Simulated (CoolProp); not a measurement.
Propylene at 298.15 K and 6.07 MPa is throttled through a valve to 2.97 MPa with no heat exchange. Each further row changes one setting.

Computed with CoolProp (reference Helmholtz-energy equation of state, Lemmon 2013).

```tsv
case	temperature change (K)	final phase	final density (kg/m³)
as stated	…	liquid	…
outlet pressure 0.891 MPa	…	…	…
outlet pressure 3.86 MPa	…	liquid	…
```

Complete the blanks.


- as stated, temperature change (K): +0.2
- as stated, final density (kg/m³): 512
- outlet pressure 0.891 MPa, temperature change (K): -10.0
- outlet pressure 0.891 MPa, final phase: two-phase, vapour fraction 0.075
- outlet pressure 0.891 MPa, final density (kg/m³): 173
- outlet pressure 3.86 MPa, temperature change (K): +0.1
- outlet pressure 3.86 MPa, final density (kg/m³): 515
